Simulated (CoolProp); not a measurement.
Vapour-liquid equilibrium of R22 (1) + R115 (2) at 0.0144 MPa; x and y are mole fractions of (1).

The numbers come from the multi-fluid Helmholtz-energy mixture model, Kamei 1995 and Lemmon 2016; pair parameters Bell 2016 in CoolProp.

Give the bubble temperature and the first vapour's composition at x = 0.45, 0.65, 0.85. Is there an azeotrope?

x = 0.45: -79.8 °C, y = 0.440; x = 0.65: -79.4 °C, y = 0.534; x = 0.85: -77.7 °C, y = 0.727. y crosses x between x = 0.35 and 0.45: the model has an azeotrope there.

The pair parameters rest on a limited set of measurements; away from them the model extrapolates.
